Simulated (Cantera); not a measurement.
# Stirred combustor or abatement burner

A perfectly stirred reactor is fed with CH4 : CO : O2 : N2 = 1 : 0.27 : 1.33 : 11.2 (molar parts), equivalence ratio 1.6, at 4.93 atm; it is adiabatic with a 550 K inlet, and is followed from long to short residence time, starting on the burning branch (τ in s: 0.061, 0.027, 0.012, 0.0054, 0.0024, 0.0011, 0.00047, 0.00021, 9.4e-05).

Computed with Cantera and GRI-Mech 3.0 (53 species, 325 reactions).

```tsv
τ (s)	T (K)	x CH4	x CO	x O2	x NO	x CO2
0.061	1484	0.0109	0.0423	0.00454	8.28e-9	0.0317
0.027	1435	0.0124	0.0456	0.00882	7.63e-9	0.0268
0.012	550	0.0725	0.0196	0.0964	<1e-12	<1e-12
0.0054	550	0.0725	0.0196	0.0964	<1e-12	<1e-12
0.0024	550	0.0725	0.0196	0.0964	<1e-12	<1e-12
0.0011	550	0.0725	0.0196	0.0964	<1e-12	<1e-12
0.00047	550	0.0725	0.0196	0.0964	<1e-12	<1e-12
0.00021	550	0.0725	0.0196	0.0964	<1e-12	<1e-12
9.4e-5	550	0.0725	0.0196	0.0964	<1e-12	<1e-12
```
x: mole fraction; the columns are a selection and need not sum to one.
